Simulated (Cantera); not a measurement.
A closed system holds: 1 mol FeS2, 0.19 mol SO3, 0.61 mol O2, at 280000 Pa.

Method: chemical equilibrium by Gibbs-energy minimisation in Cantera with the NASA 1993 tables (ideal gas, pure condensed phases). Candidate condensed phases: Fe, FeO, FeS, FeSO4, FeS2, Fe2O3, Fe2(SO4)3, Fe3O4, S; 12 gas species. FeS: taken at fixed stoichiometry. Equilibrium is a limit: real reactors are often held back by kinetics, nucleation or transport. All values below are at 1375 K.

Base state: SO2 0.854, S2 0.131, S2O 0.0134, SO 0.00153 (mole fractions); condensed: FeS(s).

**Question.** What changes in the equilibrium state with this change: SO3 from 0.19 to 0.57 mol?

**Answer.** 
| species | before | after |
|---|---|---|
| SO2 | 0.854 | 0.922 |
| S2 | 0.131 | 0.0684 |
| S2O | 0.0134 | 0.00854 |
| SO | 0.00153 | 0.00135 |
| FeS(s), mol | 1.00 | 0.925 |
| Fe3O4(s), mol | 0 | 0.0249 |
Mutual solubility and eutectic melting of coexisting phases are not modelled.
